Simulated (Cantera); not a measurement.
Feed: 1 mol PbO, 0.54 mol H2, at 1402 °C and 0.173 Torr.

Cantera equilibrium calculation (NASA polynomials, part measured and part estimated; ideal gas, pure solids and liquids). Candidate condensed phases: H2O, Pb, PbO, PbO2, Pb3O4; 12 gas species. Kinetics and transport are ignored.

### Question
What is the equilibrium state?

### Answer
```json
{
  "x(Pb)": "0.469",
  "x(H2O)": "0.322",
  "x(PbO)": "0.133",
  "x(O2)": "0.0715",
  "x(OH)": "0.00341",
  "x(H2)": "0.00122",
  "x(O)": "0.000602",
  "x(H)": "0.000268",
  "gas_amount": "1.663 mol",
  "log10 activity of Pb(l) (absent)": "-3.01"
}
```
